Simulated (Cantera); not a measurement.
What does this Cantera script print?

```python
import numpy as np
import cantera as ct

gas_names = """
    C CH CH2 CH3 CH2OH CH3O CH4 CH3OH CO CO2 COOH C2 C2H CHCO,ketyl C2H2,acetylene C2H2,vinylidene
    CH2CO,ketene C2H3,vinyl CH3CO,acetyl C2H4 C2H4O,ethylen CH3CHO,ethanal CH3COOH (HCOOH)2 C2H5 C2H6
    CH3OCH3 C2H5OH C2O C3 C3H3,propargyl C3H4,allene C3H4,propyne C3H4,cyclo- C3H5,allyl C3H6,propylene
    C3H6,cyclo- C3H6O C3H7,n-propyl C3H7,i-propyl C3H8 C3H8O,1propanol C3H8O,2propanol C3O2 C4 C4H2
    C4H4,1,3-cyclo- C4H6,butadiene C4H6,2-butyne C4H6,cyclo- C4H8,1-butene C4H8,cis2-buten
    C4H8,tr2-butene C4H8,isobutene C4H8,cyclo- (CH3COOH)2 C4H9,n-butyl C4H9,i-butyl C4H9,s-butyl
    C4H9,t-butyl C4H10,isobutane C4H10,n-butane C5 C5H6,1,3cyclo- C5H8,cyclo- C5H10,1-pentene
    C5H10,cyclo- C5H11,pentyl C5H11,t-pentyl C5H12,n-pentane C5H12,i-pentane CH3C(CH3)2CH3 C6H2
    C6H5,phenyl C6H5O,phenoxy C6H6 C6H5OH,phenol C6H10,cyclo- C6H12,1-hexene C6H12,cyclo- C6H13,n-hexyl
    C7H7,benzyl C7H8 C7H8O,cresol C7H14,1-heptene C7H15,n-heptyl C7H16,n-heptane C8H8,styrene
    C8H10,ethylbenz C8H16,1-octene C8H17,n-octyl C8H18,isooctane C8H18,n-octane C9H19,n-nonyl
    C10H8,naphthale C10H21,n-decyl C12H9,o-bipheny C12H10,bipheny H HCO HO2 H2 HCHO,formaldehy HCOOH H2O
    H2O2 O OH O2 O3 Si SiC SiC2 SiC4H12 SiH SiH2 SiH3 SiH4 SiO SiO2 Si2 Si2C Si3
""".split()
cond_names = """
    C(gr) C6H6(L) C7H8(L) C8H18(L),n-octa H2O(s) H2O(L) Si(cr) Si(L) SiC(b) SiO2(Lqz) SiO2(hqz) SiO2(L)
""".split()


def load(file, names, dense=False):
    # The tables refer to 1 bar. Condensed volumes are neglected.
    table = {s.name: s for s in ct.Species.list_from_file(file)}
    out = []
    for n in names:
        d = dict(table[n].input_data)
        d["thermo"] = dict(d["thermo"], **{"reference-pressure": 1e5})
        if dense:
            d["equation-of-state"] = {"model": "constant-volume", "density": "1e6 g/cm^3"}
        out.append(ct.Species.from_dict(d))
    return out


gas = ct.Solution(thermo="ideal-gas", species=load("nasa_gas.yaml", gas_names))
cond = {s.name: ct.Solution(thermo="fixed-stoichiometry", species=[s], name=s.name)
        for s in load("nasa_condensed.yaml", cond_names, dense=True)}
atoms = {
    'HMDSO': {'Si': 2, 'C': 6, 'H': 18, 'O': 1},
    'O2': {'O': 2},
}
top_T = {'C(gr)': 4500, 'SiC(b)': 3050}  # K; cautious upper limits of use, not melting points


def equilibrate(T, P, feed):
    n = {}
    for name, mol in feed.items():
        for a, k in atoms[name].items():
            n[a] = n.get(a, 0.0) + k * mol
    gas.TPX = T, P, n
    mass = sum(n.values()) * gas.mean_molecular_weight
    gas.equilibrate("TP")
    valid = [c for c in cond.values() if c.min_temp <= T <= top_T.get(c.name, c.max_temp)]
    mix = ct.Mixture([(gas, mass / gas.mean_molecular_weight)] + [(c, 0.0) for c in valid])
    mix.T, mix.P = T, P
    mix.equilibrate("TP", solver="vcs", rtol=1e-11, max_steps=5000)
    return mix


results = []
T = 700  # K
P = 100000  # Pa
for m in [1.1, 1.4, 1.7, 2, 2.4, 2.7, 3, 3.3, 3.7, 4, 4.3, 4.6, 5]:
    feed = {'HMDSO': 1, 'O2': m}  # mol
    mix = equilibrate(T, P, feed)
    results.append((T, P, feed, dict(zip(mix.species_names, mix.species_moles))))

top = {s: max(r[3][s] / sum(r[3][g] for g in gas_names) for r in results) for s in gas_names}
cols = sorted((s for s in top if top[s] > 0.001), key=lambda s: -top[s])[:5]
seen = [c for c in cond_names if any(r[3].get(c, 0) > 1e-12 for r in results)]
print("log10 of partial pressures in bar; condensed amounts in mol")
print(f"{'n(O2)':>10s}" + "".join(f"{s[:9]:>10s}" for s in cols + seen))
for T, P, feed, n in results:
    ng = sum(n[g] for g in gas_names)
    print(f"{feed['O2']:10.4g}" + "".join(f"{np.log10(max(n[s] / ng * P / 1e5, 1e-99)):10.3f}" for s in cols)
          + "".join(f"{n.get(c, 0):10.4g}" for c in seen))
```

Output:

```
log10 of partial pressures in bar; condensed amounts in mol
     n(O2)       CH4       H2O        H2       CO2        CO     C(gr)    SiC(b) SiO2(Lqz)
       1.1    -0.148   -11.661    -0.539   -23.902   -13.754      1.86       0.4       1.6
       1.4    -0.148   -11.661    -0.539   -23.902   -13.754      2.16       0.1       1.9
       1.7    -0.186    -1.155    -0.558    -2.853    -3.229     2.435         0         2
         2    -0.241    -0.805    -0.585    -2.098    -2.852     2.643         0         2
       2.4    -0.310    -0.611    -0.620    -1.641    -2.623     2.834         0         2
       2.7    -0.359    -0.530    -0.644    -1.429    -2.517     2.922         0         2
         3    -0.406    -0.475    -0.668    -1.273    -2.439     2.968         0         2
       3.3    -0.450    -0.436    -0.690    -1.150    -2.378     2.979         0         2
       3.7    -0.507    -0.401    -0.718    -1.023    -2.314     2.946         0         2
         4    -0.547    -0.382    -0.738    -0.945    -2.275      2.89         0         2
       4.3    -0.586    -0.368    -0.758    -0.879    -2.242     2.812         0         2
       4.6    -0.623    -0.359    -0.776    -0.822    -2.214     2.714         0         2
         5    -0.671    -0.350    -0.800    -0.758    -2.182     2.557         0         2
```

Method: chemical equilibrium by Gibbs-energy minimisation in Cantera with the NASA 1993 tables (ideal gas, pure condensed phases). The feed counts by its element totals alone.
